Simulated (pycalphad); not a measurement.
An equivalent pycalphad script:

```python
from pycalphad import Database, equilibrium, calculate, variables as v
import numpy as np
db = Database('COST507.tdb')
comps = ['AL', 'C', 'VA']
phases = ['AL4C3', 'FCC_A1', 'GRAPHITE', 'LIQUID']
eq = equilibrium(db, comps, phases, {v.X('C'): 0.241, v.T: np.arange(3050, 499, -75), v.P: 101325, v.N: 1}, output=['HM', 'SM'])
```

Computed with pycalphad from the COST 507 light-alloy database (1999), at 1 atm. No gas phase is included, though pure Al would boil below 2777 °C. The data set is of 1999 and partly superseded. Amounts are mole fractions of atoms. Kinetics are ignored, which matters at the lower temperatures.

Results at three of the temperatures:

```
T = 2600.00 K, P = 101325 Pa, N = 1 mol of atoms
G = -167994 J/mol, H = 110065 J/mol, S = 106.95 J/(mol K)  (SER reference)
chemical potentials (J/mol): Al -197156, C -76152
phase             fraction      x(Al)       x(C)
LIQUID              1.0000     0.7590     0.2410
```

```
T = 1475.00 K, P = 101325 Pa, N = 1 mol of atoms
G = -77754 J/mol, H = 18262 J/mol, S = 65.10 J/(mol K)  (SER reference)
chemical potentials (J/mol): Al -80768, C -68262
phase             fraction      x(Al)       x(C)
AL4C3               0.5622     0.5714     0.4286
LIQUID              0.4378     0.9999   8.67e-05
```

```
T = 1400.00 K, P = 101325 Pa, N = 1 mol of atoms
G = -72928 J/mol, H = 16106 J/mol, S = 63.60 J/(mol K)  (SER reference)
chemical potentials (J/mol): Al -74382, C -68349
phase             fraction      x(Al)       x(C)
AL4C3               0.5623     0.5714     0.4286
LIQUID              0.4377     1.0000   2.91e-05
```

Changes of the phase set, refined by bisection:

```
T (°C)       phases above       phases below
------  -----------------  -----------------
2261.5             liquid  graphite + liquid
2155.8  graphite + liquid     AL4C3 + liquid
660.3      AL4C3 + liquid        AL4C3 + fcc
```

Database names, with the compositions (at.%) that they take in these runs: AL4C3: Al 57 C 43.
